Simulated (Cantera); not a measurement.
## Premixed flame

A freely propagating, adiabatic, planar premixed flame of 51.2 % H2, 10.2 % O2, 38.5 % N2, equivalence ratio 2.5, unburnt at 598 K and 760 Torr; mixture-averaged transport, grid criteria slope 0.08 and curve 0.16, no radiation.

Model: the H2/O2 subset of GRI-Mech 3.0, which has no nitrogen chemistry, integrated in Cantera. Burning velocities carry a grid error of a few per cent, more on coarse grids.

```json
[
 {"z (mm)": "-1.39", "T (K)": "598", "u (m/s)": "8.44", "x H2": "0.512", "x O2": "0.102", "x H2O2": "<1e-8", "x H": "<1e-8", "x HO2": "<1e-8", "x OH": "<1e-8"},
 {"z (mm)": "-0.924", "T (K)": "598", "u (m/s)": "8.44", "x H2": "0.512", "x O2": "0.102", "x H2O2": "<1e-8", "x H": "<1e-8", "x HO2": "<1e-8", "x OH": "<1e-8"},
 {"z (mm)": "-0.693", "T (K)": "598", "u (m/s)": "8.44", "x H2": "0.512", "x O2": "0.102", "x H2O2": "<1e-8", "x H": "<1e-8", "x HO2": "<1e-8", "x OH": "<1e-8"},
 {"z (mm)": "-0.462", "T (K)": "598", "u (m/s)": "8.44", "x H2": "0.512", "x O2": "0.102", "x H2O2": "<1e-8", "x H": "2.09e-7", "x HO2": "1.38e-6", "x OH": "<1e-8"},
 {"z (mm)": "-0.231", "T (K)": "630", "u (m/s)": "8.84", "x H2": "0.508", "x O2": "0.102", "x H2O2": "3.97e-6", "x H": "0.000483", "x HO2": "0.000231", "x OH": "8.63e-5"},
 {"z (mm)": "-0.115", "T (K)": "843", "u (m/s)": "11.6", "x H2": "0.477", "x O2": "0.0956", "x H2O2": "6.05e-6", "x H": "0.00957", "x HO2": "0.000138", "x OH": "0.000475"},
 {"z (mm)": "0", "T (K)": "1214", "u (m/s)": "16.2", "x H2": "0.385", "x O2": "0.0604", "x H2O2": "1.20e-6", "x H": "0.0485", "x HO2": "5.87e-5", "x OH": "0.00158"},
 {"z (mm)": "0.115", "T (K)": "1462", "u (m/s)": "19.5", "x H2": "0.306", "x O2": "0.0149", "x H2O2": "5.41e-7", "x H": "0.0813", "x HO2": "1.40e-5", "x OH": "0.00242"},
 {"z (mm)": "0.231", "T (K)": "1566", "u (m/s)": "20.8", "x H2": "0.290", "x O2": "0.00258", "x H2O2": "3.06e-7", "x H": "0.0839", "x HO2": "2.33e-6", "x OH": "0.00239"},
 {"z (mm)": "0.462", "T (K)": "1666", "u (m/s)": "21.9", "x H2": "0.294", "x O2": "0.000274", "x H2O2": "2.15e-7", "x H": "0.0735", "x HO2": "2.48e-7", "x OH": "0.00255"},
 {"z (mm)": "0.924", "T (K)": "1772", "u (m/s)": "23.1", "x H2": "0.303", "x O2": "0.000126", "x H2O2": "1.39e-7", "x H": "0.0586", "x HO2": "1.21e-7", "x OH": "0.00260"},
 {"z (mm)": "1.85", "T (K)": "1874", "u (m/s)": "24.3", "x H2": "0.313", "x O2": "7.83e-5", "x H2O2": "7.74e-8", "x H": "0.0437", "x HO2": "7.89e-8", "x OH": "0.00239"},
 {"z (mm)": "3.69", "T (K)": "1965", "u (m/s)": "25.3", "x H2": "0.322", "x O2": "4.09e-5", "x H2O2": "3.85e-8", "x H": "0.0302", "x HO2": "4.55e-8", "x OH": "0.00195"}
]
```
x: mole fraction of selected species; z is measured from the peak of heat release.

```yaml
laminar_burning_velocity: 844 cm/s
thermal_thickness: 0.462 mm
peak x(H2O2): 7.36e-6
peak x(H): 0.0848
peak x(HO2): 0.000236
peak x(OH): 0.00261
```
